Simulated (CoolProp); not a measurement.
A simple Rankine cycle with methanol: condensing at 294.15 K, boiler at 6.24 MPa, turbine inlet 499.5 K, turbine efficiency 0.75, pump efficiency 0.8, no recuperator. Each further row changes one setting.

Values from CoolProp's reference Helmholtz-energy equation of state, de Reuck 1993.

```csv
case,thermal efficiency (%),net work (kJ/kg),heat in (kJ/kg),turbine exit temperature (K),volume ratio over the turbine
as stated,23.9,285,1190,294.1,395
turbine inlet 519.5 K,24.7,333,1340,294.1,323
condensing temperature 286.15 K,24.9,302,1210,286.2,595
boiler pressure 4.37 MPa,23.9,323,1350,294.1,219
turbine efficiency 0.65,20.6,246,1190,294.1,412
```

The expansion ends wet for: as stated; turbine inlet 519.5 K; condensing temperature 286.15 K; boiler pressure 4.37 MPa; turbine efficiency 0.65.
